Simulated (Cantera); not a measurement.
What does this Cantera script print?

```python
import numpy as np
import cantera as ct

gas = ct.Solution("gri30.yaml")
gas.TPX = 1075, 1300, {'N2O': 1, 'O2': 1.8}
reactor = ct.IdealGasConstPressureReactor(gas, energy="off", clone=False)
net = ct.ReactorNet([reactor])
net.rtol, net.atol = 1e-08, 1e-18
show = ['N2O', 'O2', 'N2', 'NO', 'O', 'NO2']
times = np.geomspace(0.0001, 100, 15)

steps = ct.SolutionArray(gas, extra=["t"])
rows = []
print(f"{'t/s':>10s}{'T/K':>9s}{'P/Pa':>11s}" + "".join(f"{s:>11s}" for s in show))
for t in times:
    while net.time < t:
        t_next = net.step()
        steps.append(gas.state, t=t_next)
    rows.append([np.interp(t, steps.t, y) for y in (steps.T, steps.P, *steps(*show).X.T)])
    print(f"{t:10.3e}{rows[-1][0]:9.1f}{rows[-1][1]:11.4g}" + "".join(f"{x:11.3e}" for x in rows[-1][2:]))
rate = np.gradient(steps.T, steps.t)
print("integrator steps:", len(steps.t))
if steps.T.max() > steps.T[0] + 200:
    print(f"time of steepest temperature rise: {steps.t[rate.argmax()]:.4e} s")
gas.TPX = 1075, 1300, {'N2O': 1, 'O2': 1.8}
gas.equilibrate("TP")
print(f"equilibrium (TP): T = {gas.T:.1f} K  " + "  ".join(f"{s} {gas[s].X[0]:.3e}" for s in show))
```

Result:

```
       t/s      T/K       P/Pa        N2O         O2         N2         NO          O        NO2
 1.000e-04   1075.0       1300  3.571e-01  6.429e-01  1.033e-08  2.962e-11  9.859e-09  3.983e-20
 2.683e-04   1075.0       1300  3.571e-01  6.429e-01  2.872e-08  2.067e-10  2.539e-08  7.717e-19
 7.197e-04   1075.0       1300  3.571e-01  6.429e-01  8.350e-08  1.384e-09  6.125e-08  1.523e-17
 1.931e-03   1075.0       1300  3.571e-01  6.429e-01  2.600e-07  8.334e-09  1.260e-07  2.937e-16
 5.179e-03   1075.0       1300  3.571e-01  6.429e-01  8.369e-07  4.027e-08  1.896e-07  4.794e-15
 1.389e-02   1075.0       1300  3.571e-01  6.429e-01  2.530e-06  1.446e-07  2.056e-07  5.524e-14
 3.728e-02   1075.0       1300  3.571e-01  6.429e-01  7.112e-06  4.296e-07  2.058e-07  4.796e-13
 1.000e-01   1075.0       1300  3.571e-01  6.429e-01  1.940e-05  1.194e-06  2.058e-07  3.694e-12
 2.683e-01   1075.0       1300  3.571e-01  6.429e-01  5.238e-05  3.246e-06  2.058e-07  2.707e-11
 7.197e-01   1075.0       1300  3.570e-01  6.429e-01  1.408e-04  8.747e-06  2.058e-07  1.937e-10
 1.931e+00   1075.0       1300  3.567e-01  6.429e-01  3.779e-04  2.350e-05  2.058e-07  1.325e-09
 5.179e+00   1075.0       1300  3.559e-01  6.430e-01  1.013e-03  6.299e-05  2.058e-07  8.350e-09
 1.389e+01   1075.0       1300  3.539e-01  6.433e-01  2.709e-03  1.684e-04  2.058e-07  4.402e-08
 3.728e+01   1075.0       1300  3.484e-01  6.440e-01  7.202e-03  4.478e-04  2.058e-07  1.731e-07
 1.000e+02   1075.0       1300  3.342e-01  6.457e-01  1.887e-02  1.173e-03  2.057e-07  5.270e-07
integrator steps: 459
equilibrium (TP): T = 1075.0 K  N2O 4.149e-10  O2 6.969e-01  N2 3.030e-01  NO 7.653e-05  O 9.666e-09  NO2 5.245e-07
```

Model: GRI-Mech 3.0 (53 species, 325 reactions), integrated in Cantera. GRI-Mech 3.0 was tuned for natural gas; its chemistry of N2O as a main component is partial and can be far from experiment. Radical loss at walls, strong at low pressure, is not modelled. The mechanism lacks the step 2 NO + O2 → 2 NO2, which can matter for NO2 below about 1400 K. The temperature is held fixed by assumption; the heat of reaction is taken as removed at once.
